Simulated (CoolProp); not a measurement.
The numbers come from the reference Helmholtz-energy equation of state, Thol 2017 in CoolProp.

For octamethyltrisiloxane (MDM), give the phase and the density (kg/m³), cv (kJ/(kg K)), Joule-Thomson coefficient (K/MPa), fugacity coefficient at 516 K and 1.23 MPa; 575 K and 1.23 MPa.


- 516 K and 1.23 MPa: liquid; density 545, cv 2.01, Joule-Thomson coefficient 0.723, fugacity coefficient 0.446
- 575 K and 1.23 MPa: gas; density 96.5, cv 2.12, Joule-Thomson coefficient 18.6, fugacity coefficient 0.736
